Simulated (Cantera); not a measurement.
## Adiabatic ignition

An adiabatic, constant-pressure homogeneous reactor starts with CH₄ : CO : O₂ : N₂ = 1 : 0.21 : 0.984 : 3.7 (molar parts), equivalence ratio 2.1, at 1200 K and 100000 Pa.

Computed with Cantera and GRI-Mech 3.0 (53 species, 325 reactions).

```
t (s)     T (K)     x CH₄    x CO     x O₂    x HCN       x H    x CH₂O
--------  -----  --------  ------  -------  -------  --------  --------
7.00e-6    1200     0.170  0.0356    0.167   <1e-12  2.18e-11  4.18e-11
1.77e-5    1200     0.170  0.0356    0.167   <1e-12  2.52e-11  2.82e-10
4.46e-5    1200     0.170  0.0356    0.167   <1e-12  3.44e-11   1.90e-9
0.000113   1200     0.170  0.0356    0.167   <1e-12  6.18e-11   1.32e-8
0.000285   1200     0.170  0.0356    0.167   <1e-12  1.51e-10   9.91e-8
0.000719   1200     0.170  0.0356    0.167   <1e-12  4.45e-10   8.12e-7
0.00181    1200     0.170  0.0356    0.167   <1e-12   1.10e-9   5.99e-6
0.00458    1200     0.170  0.0356    0.167   <1e-12   1.70e-9   2.82e-5
0.0116     1201     0.169  0.0356    0.167   <1e-12   2.72e-9   9.33e-5
0.0292     1204     0.169  0.0356    0.166   <1e-12   7.17e-9  0.000295
0.0738     1238     0.163  0.0368    0.162   <1e-12   9.07e-8   0.00131
0.186      2228  7.01e-11   0.154  9.38e-7  2.49e-7   0.00273   1.04e-8
0.470      2228  6.91e-11   0.154  9.40e-7  1.43e-7   0.00273   1.04e-8
1.19       2228  6.91e-11   0.154  9.40e-7  1.40e-7   0.00273   1.04e-8
3.00       2228  6.91e-11   0.154  9.40e-7  1.40e-7   0.00273   1.04e-8
```
x: mole fraction; the columns are a selection and need not sum to one.

time of steepest temperature rise: 90.9 ms
temperature at 3.00 s: 2228 K
equilibrium temperature: 2228 K
x(CH₄) at 3.00 s: 6.91e-11 (gas-phase equilibrium 7.83e-11)
x(CO) at 3.00 s: 0.154 (gas-phase equilibrium 0.154)
x(O₂) at 3.00 s: 9.40e-7 (gas-phase equilibrium 9.40e-7)
